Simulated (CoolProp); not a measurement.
Model: reference Helmholtz-energy equation of state, Platzer 1990, in CoolProp. This equation is an older, rougher fit; its heat capacities, sound speeds and derivatives of the liquid may be far off and weren't checked against measurements.

Problem. Give the vapour pressure (kPa), liquid density (kg/m³), liquid conductivity (mW/(m K)) of saturated R13 at 211.9, 223.6, 235.4 K.

Solution. 
```tsv
T (K)	p (kPa)	liquid density (kg/m³)	liquid conductivity (mW/(m K))
211.9	266	1440	79.9
223.6	426	1390	74.0
235.4	651	1340	68.2
```

Thermal conductivity comes from a separate model (Huber 2003), an estimate that may be off by 10 % or more.
